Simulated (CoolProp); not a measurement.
Chloromethane (R40) along the isotherm -8.95 °C: fugacity coefficient from the reference equation and from simpler models built on Tc = 145.5 °C, pc = 6.929 MPa, ω = 0.150; each cubic takes its own stable root.

Computed with CoolProp (reference Helmholtz-energy equation of state, Thol 2014).

| p (MPa) | phase | reference |
|---|---|---|
| 1.08 | liquid | 0.1678 |
| 2.17 | liquid | 0.08570 |
| 3.25 | liquid | 0.05869 |
| 4.33 | liquid | 0.04518 |
| 5.41 | liquid | 0.03708 |
| 6.5 | liquid | 0.03166 |
| 7.58 | liquid | 0.02784 |
| 8.66 | liquid | 0.02499 |
| 9.74 | liquid | 0.02278 |
| 10.8 | liquid | 0.02106 |
| 11.9 | liquid | 0.01960 |
| 13 | liquid | 0.01840 |
| 14.1 | liquid | 0.01741 |
| 15.2 | liquid | 0.01656 |
| 16.2 | liquid | 0.01590 |
| 17.3 | liquid | 0.01527 |

Q: How far does each simpler model (van der Waals, Soave-Redlich-Kwong, Peng-Robinson) lie from the reference over these 16 states: mean and median of the absolute difference, and the worst?

A: 
- van der Waals: mean 350.8 %, median 350.2 %, worst +401.2 % at -8.95 °C and 17.3 MPa
- Soave-Redlich-Kwong: mean 1.3 %, median 1.3 %, worst +2.8 % at -8.95 °C and 17.3 MPa
- Peng-Robinson: mean 0.5 %, median 0.4 %, worst -1.0 % at -8.95 °C and 17.3 MPa
